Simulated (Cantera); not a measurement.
Input (Python, Cantera):

```python
import numpy as np
import cantera as ct

gas = ct.Solution("gri30.yaml")
gas.TP = 300, 100000
flame = ct.CounterflowDiffusionFlame(gas, width=0.02)
flame.fuel_inlet.X, flame.fuel_inlet.T = {'CH4': 1, 'N2': 0.48}, 600
flame.oxidizer_inlet.X, flame.oxidizer_inlet.T = {'O2': 0.21, 'N2': 0.79}, 348
flame.set_refine_criteria(ratio=3, slope=0.12, curve=0.24, prune=0.03)
show = ['OH', 'H', 'NO', 'CO', 'C2H2']

rows = []
print(f"{'mdot':>8s}{'a_max':>10s}{'a_mean':>10s}{'Tmax/K':>9s}" + "".join(f"{s:>11s}" for s in show) + "   (peak mole fractions)")
for i, mdot in enumerate([0.25, 0.36, 0.53, 0.77, 1.1, 1.6, 2.3]):  # kg/m2/s on the oxidiser side
    flame.oxidizer_inlet.mdot, flame.fuel_inlet.mdot = mdot, 0.71 * mdot
    flame.solve(loglevel=0, auto=(i == 0))
    if flame.T.max() < max(600, 348) + 100:
        print(f"{mdot:8.3g}  no burning solution found from the previous one")
        break
    dT = np.abs(np.gradient(flame.T, flame.grid))
    rows.append([flame.strain_rate("max"), flame.strain_rate("mean"), flame.T.max(),
                 *(flame.X[gas.species_index(s)].max() for s in show), max(dT[0], dT[-1]) / dT.max()])
    print(f"{mdot:8.3g}{rows[-1][0]:10.1f}{rows[-1][1]:10.1f}{rows[-1][2]:9.1f}" + "".join(f"{x:11.3e}" for x in rows[-1][3:-1]))
```

It prints:

```
    mdot     a_max    a_mean   Tmax/K         OH          H         NO         CO       C2H2   (peak mole fractions)
    0.25     148.9      34.8   2035.8  6.373e-03  3.278e-03  2.146e-04  4.488e-02  9.610e-03
    0.36     204.7      50.0   2019.7  6.324e-03  3.435e-03  1.937e-04  4.447e-02  8.783e-03
    0.53     289.7      73.7   2002.2  6.234e-03  3.588e-03  1.683e-04  4.424e-02  7.991e-03
    0.77     408.5     107.0   1985.0  6.122e-03  3.724e-03  1.418e-04  4.429e-02  7.309e-03
     1.1     569.2     152.9   1963.5  5.899e-03  3.790e-03  1.127e-04  4.442e-02  6.497e-03
     1.6     808.7     222.4   1934.1  5.511e-03  3.754e-03  8.033e-05  4.480e-02  5.478e-03
     2.3    1136.5     319.8   1893.4  4.893e-03  3.519e-03  4.848e-05  4.538e-02  4.209e-03
```

Model: GRI-Mech 3.0 (53 species, 325 reactions), integrated in Cantera. GRI-Mech 3.0 has no aromatics or soot, which form on the fuel side of real flames. The maximum strain rate includes the flame's own expansion and is several times the mean.
